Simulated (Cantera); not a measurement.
A Cantera script and its output.

```python
import numpy as np
import cantera as ct

surf = ct.Interface("ptcombust.yaml", "Pt_surf")
gas = surf.adjacent["gas"]
gas.TPX = 475, 21000, {'H2': 0.0031, 'O2': 0.15, 'N2': 0.79}
surf.TP = 475, 21000
reactor = ct.FlowReactor(gas, clone=False)
reactor.area = 0.0001  # m2
reactor.surface_area_to_volume_ratio = 3900  # 1/m
reactor.mass_flow_rate = 1.6 * reactor.area * gas.density  # inlet velocity 1.6 m/s
reactor.energy_enabled = False
wall = ct.ReactorSurface(surf, reactor, clone=False)
net = ct.ReactorNet([reactor])
net.rtol, net.atol = 1e-8, 1e-16
show, cover = ['H2', 'O2', 'H2O'], ['PT(S)', 'H(S)', 'O(S)', 'OH(S)', 'CO(S)', 'C(S)']

rows = []
print(f"{'z/m':>9s}{'u/(m/s)':>9s}" + "".join(f"{s:>13s}" for s in show + cover))
for z in [0.00033, 0.00055, 0.00092, 0.0015, 0.0026, 0.0043, 0.0071, 0.012, 0.02, 0.033]:
    net.advance(z)
    rows.append([reactor.speed, *gas[show].X, *surf[cover].coverages])
    print(f"{z:9.4g}{rows[-1][0]:9.3g}" + "".join(f"{x:13.4e}" for x in rows[-1][1:]))
```

Output:

```
      z/m  u/(m/s)           H2           O2          H2O        PT(S)         H(S)         O(S)        OH(S)        CO(S)         C(S)
  0.00033      1.6   2.0286e-03   1.5852e-01   1.2605e-03   1.8144e-02   7.2035e-10   9.7701e-01   4.8461e-03   1.6329e-27   6.3143e-32
  0.00055      1.6   1.6152e-03   1.5835e-01   1.6746e-03   1.4462e-02   4.5617e-10   9.8091e-01   4.6260e-03  -3.4410e-24  -5.0271e-29
  0.00092      1.6   1.2024e-03   1.5817e-01   2.0880e-03   1.0779e-02   2.5268e-10   9.8498e-01   4.2386e-03  -3.1359e-27   2.2515e-31
   0.0015      1.6   8.5819e-04   1.5803e-01   2.4328e-03   7.6999e-03   1.2877e-10   9.8855e-01   3.7482e-03  -1.1068e-25  -1.2775e-30
   0.0026      1.6   5.5596e-04   1.5790e-01   2.7356e-03   4.9923e-03   5.4158e-11   9.9187e-01   3.1317e-03   1.7064e-27  -1.1881e-32
   0.0043      1.6   3.5990e-04   1.5782e-01   2.9319e-03   3.2335e-03   2.2782e-11   9.9419e-01   2.5786e-03  -7.2081e-26  -8.0539e-31
   0.0071      1.6   2.2761e-04   1.5776e-01   3.0645e-03   2.0458e-03   9.1660e-12   9.9587e-01   2.0820e-03  -2.8801e-26  -2.7444e-31
    0.012      1.6   1.3849e-04   1.5772e-01   3.1537e-03   1.2453e-03   3.4231e-12   9.9711e-01   1.6405e-03   4.3827e-26   1.0664e-30
     0.02      1.6   8.4459e-05   1.5770e-01   3.2078e-03   7.5998e-04   1.2883e-12   9.9795e-01   1.2892e-03   8.1776e-27   6.5715e-32
    0.033      1.6   5.1668e-05   1.5769e-01   3.2407e-03   4.6561e-04   4.8987e-13   9.9852e-01   1.0128e-03  -6.3100e-27   1.5137e-32
```

Cantera simulation using Deutschmann's 1995 Pt surface mechanism with GRI-Mech 3.0 gas chemistry; the numbers are that mechanism's predictions, not measurements. Catalytic surfaces can have several steady states; this one follows from the mechanism file's or the stated starting coverage. Mass transfer to the wall is taken as infinitely fast.
